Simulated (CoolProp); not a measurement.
Properties of isopentane at several states (Tc = 460.3 K, pc = 3.378 MPa, ω = 0.227).

Computed with CoolProp (reference Helmholtz-energy equation of state, Lemmon 2006). It is a short technical equation, of lower accuracy than the large ones.

```csv
T (K),p (MPa),phase,isothermal compressibility (1/MPa),fugacity coefficient
362.5,0.655,liquid,0.005775,0.7629
344.5,1.39,liquid,0.004124,0.2508
250.3,15.3,liquid,0.001163,0.001655
153.2,14.5,liquid,0.0005656,2.438e-7
327.7,0.549,liquid,0.003360,0.4016
```
